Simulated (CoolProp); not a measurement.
Values from CoolProp's reference Helmholtz-energy equation of state, Leachman 2009.

Question: Give the vapour pressure (MPa), enthalpy of vaporisation (kJ/kg), liquid cp (kJ/(kg K)), vapour Z of saturated normal hydrogen at 22 K.

Answer: 
```
T (K)  p (MPa)  enthalpy of vaporisation (kJ/kg)  liquid cp (kJ/(kg K))  vapour Z
-----  -------  --------------------------------  ---------------------  --------
22       0.159                               439                   10.8     0.873
```
